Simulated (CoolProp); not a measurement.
Saturation properties of n-pentane (Tc = 469.7 K, pc = 3368 kPa, ω = 0.251).

The numbers come from the reference Helmholtz-energy equation of state, Thol 2019 in CoolProp.

| T (K) | p (kPa) | vapour Z | surface tension (mN/m) |
|---|---|---|---|
| 231.2 | ___ | ___ | 23.0 |
| 242.6 | 4.938 | 0.9953 | 21.7 |
| 254 | ___ | 0.9923 | 20.4 |
| 265.4 | 16.98 | 0.9880 | 19.1 |
| 276.8 | ___ | 0.9823 | 17.8 |
| 288.1 | 46.36 | 0.9749 | 16.6 |
| 299.5 | ___ | 0.9655 | 15.3 |
| 310.9 | 107.3 | 0.9541 | 14.1 |
| 322.3 | 155.1 | 0.9405 | 12.8 |
| 333.6 | 217.4 | 0.9246 | 11.6 |
| 345 | 298.0 | 0.9060 | 10.4 |
| 356.4 | 399.4 | 0.8848 | 9.24 |
| 367.8 | ___ | 0.8606 | 8.09 |
| 379.1 | 676.3 | ___ | 6.98 |

Complete the blanks.


- 231.2, p (kPa): 2.389
- 231.2, vapour Z: 0.9974
- 254, p (kPa): 9.459
- 276.8, p (kPa): 28.80
- 299.5, p (kPa): 71.85
- 367.8, p (kPa): 524.9
- 379.1, vapour Z: 0.8336

It boils at 309.2 K under 1 atm.

Surface tension comes from a separate correlation (Mulero 2012).
